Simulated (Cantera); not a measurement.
Adiabatic ignition

An adiabatic, constant-volume homogeneous reactor starts with 23.6 % CH3OH, 16.1 % O2, 60.3 % N2, at 1750 K and 19.7 atm.

Computed with Cantera and GRI-Mech 3.0 (53 species, 325 reactions). GRI-Mech 3.0 was tuned for natural gas; its chemistry of methanol as a main component is partial and can be far from experiment. The pressure lies above the range GRI-Mech 3.0 was tuned for (to about 10 atm). Above 3000 K some thermodynamic fits are extrapolated.

| t (s) | T (K) | P (bar) | x CH3OH | x O2 | x NO2 | x NO | x C2H4 | x H2O |
|---|---|---|---|---|---|---|---|---|
| 8.00e-6 | 3075 | 46.5 | 4.36e-11 | 0.000155 | 2.95e-8 | 0.000291 | <1e-12 | 0.207 |
| 2.28e-5 | 3072 | 46.4 | 4.40e-11 | 0.000151 | 6.99e-8 | 0.000695 | <1e-12 | 0.207 |
| 6.51e-5 | 3069 | 46.4 | 4.43e-11 | 0.000148 | 1.02e-7 | 0.00103 | <1e-12 | 0.207 |
| 0.000186 | 3069 | 46.4 | 4.43e-11 | 0.000148 | 1.05e-7 | 0.00105 | <1e-12 | 0.207 |
| 0.000530 | 3069 | 46.4 | 4.43e-11 | 0.000148 | 1.05e-7 | 0.00105 | <1e-12 | 0.207 |
| 0.00151 | 3069 | 46.4 | 4.43e-11 | 0.000148 | 1.05e-7 | 0.00105 | <1e-12 | 0.207 |
| 0.00431 | 3069 | 46.4 | 4.43e-11 | 0.000148 | 1.05e-7 | 0.00105 | <1e-12 | 0.207 |
| 0.0123 | 3069 | 46.4 | 4.43e-11 | 0.000148 | 1.05e-7 | 0.00105 | <1e-12 | 0.207 |
| 0.0351 | 3069 | 46.4 | 4.43e-11 | 0.000148 | 1.05e-7 | 0.00105 | <1e-12 | 0.207 |
| 0.100 | 3069 | 46.4 | 4.43e-11 | 0.000148 | 1.05e-7 | 0.00105 | <1e-12 | 0.207 |
x: mole fraction; the columns are a selection and need not sum to one.

```
Property                                                              Result
---------------------------------  -----------------------------------------
time of steepest temperature rise                                    1.62 µs
temperature at 0.100 s                                                3069 K
equilibrium temperature                                               3069 K
x(CH3OH) at 0.100 s                4.43e-11 (gas-phase equilibrium 4.59e-11)
x(O2) at 0.100 s                   0.000148 (gas-phase equilibrium 0.000148)
x(NO2) at 0.100 s                    1.05e-7 (gas-phase equilibrium 1.05e-7)
```
